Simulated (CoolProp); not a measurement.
Properties of dimethyl carbonate along the isobar 221 bar (Tc = 283.9 °C, pc = 49.09 bar, ω = 0.346).

Model: reference Helmholtz-energy equation of state, Zhou 2011, in CoolProp.

```tsv
T (°C)	phase	speed of sound (m/s)	fugacity coefficient
183.05	liquid	(withheld)	0.06970
193.35	liquid	757.1	0.08214
203.65	liquid	730.1	0.09584
213.85	liquid	(withheld)	0.1107
224.15	liquid	677.4	0.1268
234.45	liquid	651.4	0.1442
244.65	liquid	625.9	0.1626
254.95	liquid	600.3	0.1822
265.25	liquid	(withheld)	0.2028
275.55	liquid	550.0	0.2243
285.75	supercritical	525.6	0.2464
296.05	supercritical	501.3	0.2694
306.35	supercritical	(withheld)	0.2930
316.55	supercritical	455.2	0.3168
326.85	supercritical	433.6	0.3411
```

Complete the blanks.


- 183.05, speed of sound (m/s): 784.6
- 213.85, speed of sound (m/s): 703.7
- 265.25, speed of sound (m/s): 575.1
- 306.35, speed of sound (m/s): 477.7
